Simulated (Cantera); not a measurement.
A Cantera script and what it prints.

```python
import numpy as np
import cantera as ct

gas_names = """
    H HNO HNO2 HNO3 HO2 H2 H2O H2O2 Hg N NH NH2 NH3 NH2OH NO NO2 NO3 N2 N2H2 N2H4 N2O O OH O2 O3
""".split()
cond_names = """
    H2O(s) H2O(L) Hg(cr) Hg(L) HgO(s)
""".split()


# ... load() reads the species with a 1 bar reference pressure and builds the phases ...
atoms = {
    'Hg': {'Hg': 1},
    'O2': {'O': 2},
    'N2': {'N': 2},
    'H2': {'H': 2},
}
top_T = {}  # K; cautious upper limits of use, not melting points


# ... equilibrate(T, P, feed) seeds the gas with the atoms and calls Mixture.equilibrate('TP', solver="vcs", rtol=1e-11, max_steps=5000) ...
results = []
T = 975  # K
P = 101325  # Pa
for m in [0.034, 0.043, 0.055, 0.07, 0.09, 0.11, 0.15, 0.19, 0.24, 0.31, 0.39]:
    feed = {'Hg': 1, 'O2': m, 'N2': 4.5, 'H2': 0.59}  # mol
    mix = equilibrate(T, P, feed)
    results.append((T, P, feed, dict(zip(mix.species_names, mix.species_moles))))

top = {s: max(r[3][s] / sum(r[3][g] for g in gas_names) for r in results) for s in gas_names}
cols = sorted((s for s in top if top[s] > 0.0001), key=lambda s: -top[s])[:9]
seen = [c for c in cond_names if any(r[3].get(c, 0) > 1e-12 for r in results)]
print("log10 of partial pressures in bar; condensed amounts in mol")
print(f"{'n(O2)':>10s}" + "".join(f"{s[:9]:>10s}" for s in cols + seen))
for T, P, feed, n in results:
    ng = sum(n[g] for g in gas_names)
    print(f"{feed['O2']:10.4g}" + "".join(f"{np.log10(max(n[s] / ng * P / 1e5, 1e-99)):10.3f}" for s in cols)
          + "".join(f"{n.get(c, 0):10.4g}" for c in seen))
```

Result:

```
log10 of partial pressures in bar; condensed amounts in mol
     n(O2)        N2        Hg       H2O        H2        O2
     0.034    -0.126    -0.779    -1.946    -1.061   -22.551
     0.043    -0.126    -0.779    -1.844    -1.077   -22.316
     0.055    -0.126    -0.779    -1.738    -1.098   -22.060
      0.07    -0.126    -0.779    -1.633    -1.126   -21.795
      0.09    -0.126    -0.779    -1.524    -1.166   -21.496
      0.11    -0.126    -0.779    -1.436    -1.211   -21.232
      0.15    -0.126    -0.779    -1.302    -1.317   -20.751
      0.19    -0.126    -0.779    -1.199    -1.457   -20.266
      0.24    -0.126    -0.779    -1.098    -1.738   -19.501
      0.31    -0.127    -0.780    -1.009   -10.097    -2.604
      0.39    -0.132    -0.786    -1.015   -10.501    -1.808
```

These are equilibrium values from Cantera (NASA tables, ideal gas, pure condensed phases), not measurements of a reactor.
